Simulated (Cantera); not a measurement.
Feed: 1 mol HI, 6.9 mol H2, held at 0.00133 bar.

Equilibrium computed with Cantera from the NASA thermochemical tables; the gas is ideal and each condensed phase is pure. Candidate condensed phases: I2; 5 gas species. Equilibrium is a limit: real reactors are often held back by kinetics, nucleation or transport.

**Question.** At 1973 K, list the 4 most abundant gas species with their mole fractions, and the condensed phases.

**Answer.** H2 0.849, I 0.115, H 0.0340, HI 0.00249. Condensed: gas only.
